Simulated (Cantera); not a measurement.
A perfectly stirred reactor is fed with CO : O2 : H2O : N2 = 0.0018 : 0.0064 : 0.002 : 1 (molar parts), equivalence ratio 0.14, at 4.93 atm; it is held at 1350 K, and followed from long to short residence time.

Cantera simulation using GRI-Mech 3.0 (53 species, 325 reactions); the numbers are that mechanism's predictions, not measurements.

Problem. Predict: x(CO) at τ = 2.60 s; x(O2) at τ = 2.60 s; x(H2O) at τ = 2.60 s; x(O) at τ = 2.60 s; x(N2O) at τ = 2.60 s; x(CO) at τ = 23.0 ms; x(O2) at τ = 23.0 ms; x(H2O) at τ = 23.0 ms; x(O) at τ = 23.0 ms; x(N2O) at τ = 23.0 ms.

Solution. x(CO) at τ = 2.60 s: 1.28e-5
x(O2) at τ = 2.60 s: 0.00545
x(H2O) at τ = 2.60 s: 0.00198
x(O) at τ = 2.60 s: 4.80e-7
x(N2O) at τ = 2.60 s: 5.04e-7
x(CO) at τ = 23.0 ms: 0.000358
x(O2) at τ = 23.0 ms: 0.00562
x(H2O) at τ = 23.0 ms: 0.00197
x(O) at τ = 23.0 ms: 8.53e-6
x(N2O) at τ = 23.0 ms: 1.76e-6
